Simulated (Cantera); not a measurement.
Mixture: CO : H2 : CH4 : O2 : N2 = 1 : 0.14 : 0.14 : 0.5 : 1.88 (molar parts), equivalence ratio 1.7, at 26.0 bar, adiabatic and at constant pressure. Ignition delay is the time to a rise of 400 K.

Detailed kinetics in Cantera: GRI-Mech 3.0 (53 species, 325 reactions). The pressure lies above the range GRI-Mech 3.0 was tuned for (to about 10 atm). Below about 1000 K GRI-Mech 3.0 lacks low-temperature oxidation paths. Below about 950 K walls govern HO2 and H2O2 in real vessels.

### Question
Predict: delay at 898 K; delay at 998 K; delay at 1098 K; delay at 1198 K; apparent activation energy between 1148 and 1248 K.

### Answer
```json
{
 "delay at 898 K": "33.7 ms",
 "delay at 998 K": "2.97 ms",
 "delay at 1098 K": "0.440 ms",
 "delay at 1198 K": "0.108 ms",
 "apparent activation energy between 1148 and 1248 K": "140 kJ/mol"
}
```
